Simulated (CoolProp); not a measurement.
Model: reference Helmholtz-energy equation of state, Thol 2022, in CoolProp.

Question: Give the vapour pressure (bar), vapour density (kg/m³) of saturated vinyl chloride at 213 K.

Answer: 
```json
[
 {"T (K)": "213", "p (bar)": "0.0922", "vapour density (kg/m³)": "0.327"}
]
```
